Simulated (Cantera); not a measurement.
# Fluorocarbon and chlorocarbon gases: C₂F₆ + H₂ + F₂

Charge: 1 mol C₂F₆, 1.1 mol H₂, 0.047 mol F₂, equilibrated at 100000 Pa.

These are equilibrium values from Cantera (NASA tables, ideal gas, pure condensed phases), not measurements of a reactor. Candidate condensed phases: C, C₆H₆, C₇H₈, C₈H₁₈; 95 gas species. The feed counts by its element totals alone. The tables' values for C₂F₄ are old estimates; treat these amounts as uncertain. Gases not in the tables: C₂F₆ and larger saturated fluorocarbons. Rates play no part.

```csv
T (K),x HF,x CF₄,x CF₂,x F,x CF₃,x CF,n C(graphite)
1900,0.692,0.304,0.00257,0.000308,0.000584,8.48e-7,1.02
1975,0.691,0.302,0.00497,0.000658,0.000998,2.69e-6,1.02
2050,0.689,0.299,0.00912,0.00133,0.00163,7.85e-6,1.01
2125,0.686,0.293,0.0160,0.00255,0.00256,2.11e-5,1.00
2200,0.681,0.284,0.0266,0.00467,0.00385,5.29e-5,0.984
2275,0.673,0.270,0.0426,0.00817,0.00555,0.000124,0.959
2350,0.662,0.251,0.0650,0.0137,0.00766,0.000273,0.923
2425,0.647,0.226,0.0948,0.0220,0.0101,0.000567,0.874
2500,0.627,0.194,0.131,0.0340,0.0125,0.00111,0.812
2575,0.603,0.157,0.173,0.0503,0.0146,0.00205,0.738
2650,0.577,0.118,0.214,0.0713,0.0158,0.00359,0.660
2725,0.551,0.0814,0.249,0.0966,0.0158,0.00593,0.590
```
x: gas mole fraction; n: condensed amount in mol.

From 1900 K to 2725 K the condensed part is C(graphite). The main C-bearing gas is CF₄ at 1900 K and CF₂ at 2725 K. The share of C in condensed phases is highest at 1900 K (51.1 %) and lowest at 2725 K (29.5 %).
